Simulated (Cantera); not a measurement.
NO annealing gas

A perfectly stirred reactor is fed with NO : N2 = 1 : 0.32 (molar parts), at 0.132 atm; it is held at 2075 K, and followed from long to short residence time.

Cantera simulation using GRI-Mech 3.0 (53 species, 325 reactions); the numbers are that mechanism's predictions, not measurements.

```json
[
 {"τ (s)": "5.5", "x NO": "0.138", "x O": "0.00180", "x O2": "0.309", "x N2": "0.552", "x N2O": "6.21e-6"},
 {"τ (s)": "1.6", "x NO": "0.304", "x O": "0.00156", "x O2": "0.226", "x N2": "0.469", "x N2O": "3.11e-5"},
 {"τ (s)": "0.45", "x NO": "0.544", "x O": "0.00113", "x O2": "0.106", "x N2": "0.349", "x N2O": "0.000109"},
 {"τ (s)": "0.13", "x NO": "0.690", "x O": "0.000732", "x O2": "0.0328", "x N2": "0.276", "x N2O": "0.000191"},
 {"τ (s)": "0.037", "x NO": "0.739", "x O": "0.000526", "x O2": "0.00861", "x N2": "0.251", "x N2O": "0.000223"},
 {"τ (s)": "0.011", "x NO": "0.752", "x O": "0.000423", "x O2": "0.00218", "x N2": "0.245", "x N2O": "0.000215"},
 {"τ (s)": "0.0030", "x NO": "0.756", "x O": "0.000294", "x O2": "0.000367", "x N2": "0.243", "x N2O": "0.000164"},
 {"τ (s)": "0.00087", "x NO": "0.757", "x O": "0.000127", "x O2": "3.34e-5", "x N2": "0.242", "x N2O": "8.83e-5"},
 {"τ (s)": "0.00025", "x NO": "0.757", "x O": "3.68e-5", "x O2": "2.15e-6", "x N2": "0.242", "x N2O": "3.31e-5"}
]
```
x: mole fraction; the columns are a selection and need not sum to one.
